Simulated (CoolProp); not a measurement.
n-hexane along the isobar 0.503 MPa: density (kg/m³) from the reference equation and from simpler models built on Tc = 507.8 K, pc = 3.044 MPa, ω = 0.300; each cubic takes its own stable root.

Model: reference Helmholtz-energy equation of state, Thol 2019, in CoolProp.

| T (K) | phase | reference |
|---|---|---|
| 331.2 | liquid | 624.5 |
| 335.9 | liquid | 619.9 |
| 340.7 | liquid | 615.2 |
| 345.4 | liquid | 610.5 |
| 350.1 | liquid | 605.8 |
| 354.9 | liquid | 600.9 |
| 359.6 | liquid | 596.0 |
| 364.4 | liquid | 591.0 |
| 369.1 | liquid | 585.9 |
| 373.9 | liquid | 580.7 |
| 378.6 | liquid | 575.5 |
| 383.3 | liquid | 570.2 |

Problem. How far does each simpler model (Redlich-Kwong, Soave-Redlich-Kwong, Peng-Robinson) lie from the reference over these 12 states: mean and median of the absolute difference, and the worst?

Solution. 
- Redlich-Kwong: mean 14.3 %, median 14.3 %, worst -15.4 % at 383.3 K and 0.503 MPa
- Soave-Redlich-Kwong: mean 10.1 %, median 10.0 %, worst -10.7 % at 383.3 K and 0.503 MPa
- Peng-Robinson: mean 1.7 %, median 1.8 %, worst +2.0 % at 335.9 K and 0.503 MPa
